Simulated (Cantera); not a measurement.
Charge: 1 mol V2O5, 25 mol H2, at 750 K and 10.0 Torr.

Cantera equilibrium calculation (NASA polynomials, part measured and part estimated; ideal gas, pure solids and liquids). Candidate condensed phases: H2O, V, VO, V2O3, V2O4, V2O5; 12 gas species. Condensed phases not in the tables: the oxides between V2O3 and V2O5 other than VO2. The numbers say what is thermodynamically allowed, not how fast it happens.

Base state: H2 0.920, H2O 0.0800 (mole fractions); condensed: V2O3(s).

### Question
What changes in the equilibrium state with this change: temperature from 750 K to 1773 K?

### Answer
| species | before | after |
|---|---|---|
| H2 | 0.920 | 0.918 |
| H2O | 0.0800 | 0.0799 |
| H | <1e-9 | 0.00236 |
| VO2 | <1e-9 | 4.79e-5 |
| OH | <1e-9 | 1.27e-5 |
| V2O3(s), mol | 1.00 | 0.999 |
